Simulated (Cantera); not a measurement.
A jet of 1.21 % H2, 19.2 % O2, 79.6 % N2 at 300 K and 0.415 atm hits a platinum plate 9.9 cm away at a mass flux of 0.056 kg/m²/s; the plate temperature is set and raised in steps from an oxygen-covered start.

Detailed kinetics in Cantera: Deutschmann's 1995 Pt surface mechanism with GRI-Mech 3.0 gas chemistry. Catalytic surfaces can have several steady states; this one follows from the mechanism file's or the stated starting coverage.

One state of this run: wall x H2 = 0.000279; wall x O2 = 0.179; wall x H2O = 0.0225; wall x OH = <1e-8; θ free Pt = 0.0422; θ O* = 0.956; θ OH* = 0.00209. x: mole fraction at the wall; θ: surface coverage.

Problem. Which value of plate T (K) does it belong to?
A. 800
B. 600
C. 700
D. 750

Solution. A, 800
